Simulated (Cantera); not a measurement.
A closed system holds: 1 mol CS₂, 0.086 mol O₂, at 1152 °C and 1.00 bar.

Equilibrium computed with Cantera from the NASA thermochemical tables; the gas is ideal and each condensed phase is pure. Candidate condensed phases: C, S; 22 gas species. Rates play no part.

Base state: CS₂ 0.709, S₂ 0.143, CO 0.138, COS 0.00913, CS 0.000223, CO₂ 2.79e-5 (mole fractions); condensed: gas only.

Q: What changes in the equilibrium state with this change: CS₂ replaced by S?

A: 
| species | before | after |
|---|---|---|
| S₂ | 0.143 | 0.832 |
| SO₂ | <1e-9 | 0.149 |
| S₂O | 1.15e-7 | 0.0171 |
| CS₂ | 0.709 | 0 |
| CO | 0.138 | 0 |
| COS | 0.00913 | 0 |
| CS | 0.000223 | 0 |
| SO | 3.09e-8 | 0.00190 |
| CO₂ | 2.79e-5 | 0 |

Q: What changes in the equilibrium state with this change: temperature from 1152 °C to 725 °C?

A: 
```json
[
 {"species": "CS₂", "before": "0.709", "after": "0.742"},
 {"species": "S₂", "before": "0.143", "after": "0.107"},
 {"species": "COS", "before": "0.00913", "after": "0.0876"},
 {"species": "CO", "before": "0.138", "after": "0.0611"},
 {"species": "CS", "before": "0.000223", "after": "8.23e-8"},
 {"species": "CO₂", "before": "2.79e-5", "after": "0.00247"}
]
```
Gases not in the tables: S₃ to S₇.
